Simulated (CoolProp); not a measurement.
Model: reference Helmholtz-energy equation of state, Thol 2019, in CoolProp.

Q: For decamethylcyclopentasiloxane (D5), give the phase and the density (kg/m³), speed of sound (m/s), fugacity coefficient at 461.5 K and 0.101 MPa; 475.8 K and 0.101 MPa; 511.7 K and 0.101 MPa.

A: 
- 461.5 K and 0.101 MPa: liquid; density 772, speed of sound 470, fugacity coefficient 0.542
- 475.8 K and 0.101 MPa: liquid; density 754, speed of sound 433, fugacity coefficient 0.764
- 511.7 K and 0.101 MPa: gas; density 9.49, speed of sound 100, fugacity coefficient 0.932
